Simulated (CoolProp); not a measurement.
Vapour-liquid equilibrium of sulfur dioxide (1) + toluene (2) at 5.55 °C; x and y are mole fractions of (1).

The numbers come from the multi-fluid Helmholtz-energy mixture model, Gao 2016 and Lemmon 2006; pair parameters Bell 2016 in CoolProp.

```json
[
 {"x": "0.05", "bubble pressure (kPa)": "8.124", "y at the bubble point": "0.850", "dew pressure at overall composition x (kPa)": "1.345", "liquid density (mol/L)": "9.873"},
 {"x": "0.15", "bubble pressure (kPa)": "25.23", "y at the bubble point": "0.957", "dew pressure at overall composition x (kPa)": "1.502", "liquid density (mol/L)": "10.56"},
 {"x": "0.25", "bubble pressure (kPa)": "45.57", "y at the bubble point": "0.979", "dew pressure at overall composition x (kPa)": "1.700", "liquid density (mol/L)": "11.34"},
 {"x": "0.35", "bubble pressure (kPa)": "67.36", "y at the bubble point": "0.988", "dew pressure at overall composition x (kPa)": "1.958", "liquid density (mol/L)": "12.20"},
 {"x": "0.45", "bubble pressure (kPa)": "89.08", "y at the bubble point": "0.992", "dew pressure at overall composition x (kPa)": "2.308", "liquid density (mol/L)": "13.18"},
 {"x": "0.55", "bubble pressure (kPa)": "109.8", "y at the bubble point": "0.995", "dew pressure at overall composition x (kPa)": "2.811", "liquid density (mol/L)": "14.30"},
 {"x": "0.65", "bubble pressure (kPa)": "129.1", "y at the bubble point": "0.996", "dew pressure at overall composition x (kPa)": "3.594", "liquid density (mol/L)": "15.58"},
 {"x": "0.75", "bubble pressure (kPa)": "147.5", "y at the bubble point": "0.998", "dew pressure at overall composition x (kPa)": "4.982", "liquid density (mol/L)": "17.08"},
 {"x": "0.85", "bubble pressure (kPa)": "165.6", "y at the bubble point": "0.999", "dew pressure at overall composition x (kPa)": "8.123", "liquid density (mol/L)": "18.84"},
 {"x": "0.95", "bubble pressure (kPa)": "184.3", "y at the bubble point": "1.000", "dew pressure at overall composition x (kPa)": "22.17", "liquid density (mol/L)": "20.95"}
]
```

No azeotrope shows between x = 0.05 and 0.95.

Pair parameters are fitted to limited data, so mixtures are less certain than the pure fluids. The gap from Raoult's law changes sign with composition, which may be real or a fault of the pair parameters; it wasn't checked against measurements.
